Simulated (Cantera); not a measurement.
An isothermal, constant-pressure homogeneous reactor starts with 45.6 % H2, 35.1 % O2, 19.3 % N2, equivalence ratio 0.65, at 925 K and 0.158 atm.

Detailed kinetics in Cantera: the H2/O2 subset of GRI-Mech 3.0, which has no nitrogen chemistry. Below about 950 K walls govern HO2 and H2O2 in real vessels. The temperature is held fixed by assumption; the heat of reaction is taken as removed at once.

x: mole fraction; the columns are a selection and need not sum to one.

```csv
t (s),x H2,x O2,x H2O,x OH,x H2O2,x HO2
0.000100,0.456,0.351,6.31e-10,2.02e-11,<1e-12,3.84e-10
0.000250,0.456,0.351,2.55e-8,5.93e-10,7.70e-12,7.59e-9
0.000626,0.456,0.351,9.86e-5,2.42e-6,4.17e-8,1.99e-5
0.00157,…,0.188,0.499,…,…,…
0.00391,0.0547,0.182,0.520,3.07e-6,4.91e-5,0.000108
0.00979,0.0544,0.182,0.520,1.12e-7,9.67e-5,4.58e-5
0.0245,0.0542,0.182,0.521,1.41e-7,0.000127,4.34e-5
0.0613,0.0533,0.181,0.522,2.48e-7,0.000210,5.32e-5
0.153,0.0494,0.180,0.527,4.90e-7,0.000385,6.53e-5
0.383,…,0.175,0.542,6.00e-7,…,6.32e-5
0.959,0.0181,0.167,0.567,5.86e-7,0.000273,4.74e-5
2.40,0.00351,0.161,0.586,4.79e-7,6.38e-5,2.08e-5
6.00,0.000390,0.159,0.590,1.71e-7,2.94e-6,4.22e-6
```

Task: What belongs in the gaps?

Result: 
- 0.00157, x H2: 0.0702
- 0.00157, x OH: 0.000297
- 0.00157, x H2O2: 7.41e-6
- 0.00157, x HO2: 0.000132
- 0.383, x H2: 0.0373
- 0.383, x H2O2: 0.000423
